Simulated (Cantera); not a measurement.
An adiabatic, constant-volume homogeneous reactor starts with 3.02 % CH4, 3.63 % H2, 19.6 % O2, 73.7 % N2, equivalence ratio 0.40, at 1250 K and 26000 Pa.

Cantera simulation using GRI-Mech 3.0 (53 species, 325 reactions); the numbers are that mechanism's predictions, not measurements.

Task: Predict: time of steepest temperature rise; temperature at 0.300 s; equilibrium temperature; x(H2) at 0.300 s; x(O2) at 0.300 s; x(H2O) at 0.300 s; x(CO2) at 0.300 s; x(NO2) at 0.300 s.

Result: 
| Quantity | Value |
|---|---|
| time of steepest temperature rise | 0.807 ms |
| temperature at 0.300 s | 2285 K |
| equilibrium temperature | 2283 K |
| x(H2) at 0.300 s | 0.000781 (gas-phase equilibrium 0.000774) |
| x(O2) at 0.300 s | 0.113 (gas-phase equilibrium 0.112) |
| x(H2O) at 0.300 s | 0.0936 (gas-phase equilibrium 0.0936) |
| x(CO2) at 0.300 s | 0.0293 (gas-phase equilibrium 0.0293) |
| x(NO2) at 0.300 s | 5.64e-6 (gas-phase equilibrium 6.16e-6) |
